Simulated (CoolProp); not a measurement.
Vapour-liquid equilibrium of benzene (1) + ethylbenzene (2) at 146.05 °C; x and y are mole fractions of (1).

Computed with CoolProp (multi-fluid Helmholtz-energy mixture model, Thol 2012 and Zhou 2012; pair parameters Bell 2016).

| x | bubble pressure, mixture model (MPa) | bubble pressure, Raoult's law (MPa) | y, mixture model | y, Raoult's law |
|---|---|---|---|---|
| 0.05 | 0.1471 | 0.1515 | 0.147 | 0.177 |
| 0.125 | 0.1719 | 0.1819 | 0.322 | 0.369 |
| 0.2 | 0.1978 | 0.2123 | 0.457 | 0.506 |
| 0.275 | 0.2248 | 0.2428 | 0.564 | 0.608 |
| 0.35 | 0.2530 | 0.2732 | 0.651 | 0.688 |
| 0.425 | 0.2823 | 0.3036 | 0.722 | 0.752 |
| 0.5 | 0.3128 | 0.3340 | 0.782 | 0.804 |
| 0.575 | 0.3444 | 0.3645 | 0.832 | 0.847 |
| 0.65 | 0.3769 | 0.3949 | 0.874 | 0.884 |
| 0.725 | 0.4103 | 0.4253 | 0.909 | 0.915 |
| 0.8 | 0.4444 | 0.4558 | 0.939 | 0.942 |
| 0.875 | 0.4789 | 0.4862 | 0.965 | 0.966 |
| 0.95 | 0.5137 | 0.5166 | 0.987 | 0.987 |

The largest gap from Raoult's law is -7.4 % in bubble pressure, at x = 0.35. No azeotrope shows between x = 0.05 and 0.95.

Pair parameters are fitted to limited data, so mixtures are less certain than the pure fluids.
